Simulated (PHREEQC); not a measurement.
Consider water at 25 °C with 0.016 mol/kgw MgSO4. Closed to the air; pH follows from the charge balance.

Model: ion-association model, phreeqc.dat, run in PHREEQC.

Each row changes one thing in this solution. No solid was allowed to form.

| case | pH | ionic strength (mol/kgw) | Mg+2 (mol/kgw) | SO4-2 (mol/kgw) | MgSO4 (mol/kgw) | MgOH+ (mol/kgw) |
|---|---|---|---|---|---|---|
| as made | 6.85 | 0.0404 | 0.0101 | 0.0101 | 0.00591 | 1.57e-7 |
| MgSO4 from 0.016 to 0.0032 mol/kgw | 6.92 | 0.0101 | 0.00253 | 0.00253 | 0.000671 | ___ |
| temperature from 25 to 45 °C | 6.55 | 0.0348 | 0.00869 | 0.00869 | 0.00731 | 3.73e-7 |
| 0.00029 mol/kgw CO2 added | ___ | 0.0404 | 0.0101 | 0.0101 | 0.00591 | ___ |

Q: Fill in the missing entries.

A: 
- MgSO4 from 0.016 to 0.0032 mol/kgw, MgOH+ (mol/kgw): 5.73e-8
- 0.00029 mol/kgw CO2 added, pH: 5.03
- 0.00029 mol/kgw CO2 added, MgOH+ (mol/kgw): 2.33e-9

Constants without temperature data keep their 25 °C values here.
